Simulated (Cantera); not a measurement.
A freely propagating, adiabatic, planar premixed flame of CH4 : O2 : N2 = 1 : 1.67 : 7.5 (molar parts), equivalence ratio 1.2, unburnt at 550 K and 180000 Pa; multicomponent transport, grid criteria slope 0.08 and curve 0.16, no radiation.

Detailed kinetics in Cantera: GRI-Mech 3.0 (53 species, 325 reactions). Burning velocities carry a grid error of a few per cent, more on coarse grids.

x: mole fraction of selected species; z is measured from the peak of heat release.

| z (mm) | T (K) | u (m/s) | x CH4 | x O2 | x H2 | x H | x CH2O | x NO |
|---|---|---|---|---|---|---|---|---|
| -0.894 | 551 | 0.575 | 0.0981 | 0.164 | 0.00188 | <1e-8 | 2.39e-7 | <1e-8 |
| -0.596 | 556 | 0.582 | 0.0975 | 0.163 | 0.00493 | <1e-8 | 3.69e-6 | 2.03e-8 |
| -0.447 | 573 | 0.602 | 0.0961 | 0.161 | 0.00839 | <1e-8 | 2.10e-5 | 9.95e-8 |
| -0.298 | 675 | 0.716 | 0.0893 | 0.153 | 0.0146 | 1.35e-7 | 0.000178 | 8.25e-7 |
| -0.149 | (withheld) | 1.19 | (withheld) | (withheld) | (withheld) | (withheld) | 0.000899 | (withheld) |
| -0.0745 | 1483 | 1.61 | 0.0318 | 0.0765 | 0.0280 | 0.000352 | 0.000954 | 1.50e-5 |
| 0 | 1827 | 2.00 | 0.00739 | 0.0341 | 0.0293 | 0.00219 | 0.000445 | 2.77e-5 |
| 0.0745 | 1972 | 2.15 | 0.000565 | 0.0114 | 0.0261 | 0.00490 | 7.73e-5 | 4.54e-5 |
| 0.149 | 2011 | 2.19 | 2.46e-5 | 0.00463 | 0.0243 | 0.00597 | 4.83e-6 | 5.81e-5 |
| 0.298 | 2043 | 2.21 | (withheld) | (withheld) | 0.0243 | 0.00559 | (withheld) | 6.74e-5 |
| 0.596 | 2078 | 2.25 | <1e-8 | 0.00119 | 0.0244 | 0.00424 | <1e-8 | 7.21e-5 |
| 1.19 | 2109 | 2.28 | <1e-8 | 0.000575 | 0.0241 | 0.00278 | <1e-8 | 7.51e-5 |
| 2.38 | 2131 | 2.30 | <1e-8 | 0.000218 | 0.0239 | 0.00164 | <1e-8 | 7.72e-5 |

Task: Complete the blanks.

Result: 
- -0.149, T (K): 1105
- -0.149, x CH4: 0.0599
- -0.149, x O2: 0.116
- -0.149, x H2: 0.0235
- -0.149, x H: 3.49e-5
- -0.149, x NO: 7.12e-6
- 0.298, x CH4: 8.31e-8
- 0.298, x O2: 0.00209
- 0.298, x CH2O: 2.04e-8
